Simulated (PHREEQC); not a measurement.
Nickel, zinc or cadmium bath with copper plating or etch bath: an equilibrium model

Solution A (12 mmol/kgw CdSO4, 2 mmol/kgw NaCl and 1.5 mmol/kgw NiCl2) is mixed with solution B (0.014 mol CuCl2, 0.0047 mol HCl and 0.25 mol KCl per kg of water) at 25 °C; shares are by mass of water, 1 kg in all. Oxygen is held at 0.21 atm. CO2 from the air is kept out. The run lets Cu(OH)2, Brochantite, Antlerite, Atacamite, Cd(OH)2, CdOHCl, Ni(OH)2, Ni4(OH)6SO4, Halite, Mirabilite, Chalcanthite, Morenosite precipitate or redissolve, and no other solid.

The numbers come from PHREEQC with the ion-association model, wateq4f.dat.

Problem. Predict pH at share of solution B = 0.1, 0.35, 0.8, 0.85, 0.95.

Solution. 
```json
[
 {"share of solution B": "0.1", "pH": "3.53"},
 {"share of solution B": "0.35", "pH": "2.95"},
 {"share of solution B": "0.8", "pH": "2.55"},
 {"share of solution B": "0.85", "pH": "2.51"},
 {"share of solution B": "0.95", "pH": "2.46"}
]
```

Complexes and solids missing from the database can't appear.
